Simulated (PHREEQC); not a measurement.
Consider water at 25 °C and 300 atm with 8.2 mmol/kgw Al2(SO4)3. Closed to the air; pH follows from the charge balance.

Model: ion-association model, phreeqc.dat, run in PHREEQC.

No solid was allowed to form.

Q: Predict the pH.

A: pH 3.96.

Q: In which forms is Al present?

A: AlSO4+ 68 %, Al+3 19 %, Al(SO4)2- 12 %, AlOH+2 1.0 % of the Al.

The solution is supersaturated, for example in Gibbsite (slow to form), so a real one may precipitate; this is no full list. Complexes and solids missing from the database can't appear. Under pressure, the constants of complexes without a molar volume in the database are unreliable.
